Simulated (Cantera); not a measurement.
Mixture: H₂ : O₂ : N₂ = 1 : 1.22 : 6.22 (molar parts), equivalence ratio 0.41, at 4.93 atm, adiabatic and at constant volume. Ignition delay is the time to a rise of 400 K.

Cantera simulation using the H2/O2 subset of GRI-Mech 3.0, which has no nitrogen chemistry; the numbers are that mechanism's predictions, not measurements. The hydrogen kinetics of GRI-Mech 3.0 are dated; newer H2 mechanisms differ, most at raised pressure. Where the delays flatten at high temperature, the 400 K rule measures the pace of heat release, not the induction time.

Task: What does this change do: pressure from 4.93 atm to 33.6 atm?

Result: 
```
quantity          before     after
---------------  -------  --------
delay at 1023 K  9.39 ms   4.95 ms
delay at 1223 K  16.3 µs  0.127 ms
delay at 1423 K  5.34 µs   3.13 µs
delay at 1623 K  3.30 µs  0.514 µs
delay at 1823 K  2.85 µs  0.274 µs
```
The pressure lies above the range GRI-Mech 3.0 was tuned for (to about 10 atm).

Task: What does this change do: constant pressure in place of constant volume?

Result: 
| quantity | before | after |
|---|---|---|
| delay at 1023 K | 9.39 ms | 9.88 ms |
| delay at 1223 K | 16.3 µs | 17.1 µs |
| delay at 1423 K | 5.34 µs | 5.94 µs |
| delay at 1623 K | 3.30 µs | 4.06 µs |
| delay at 1823 K | 2.85 µs | 3.89 µs |
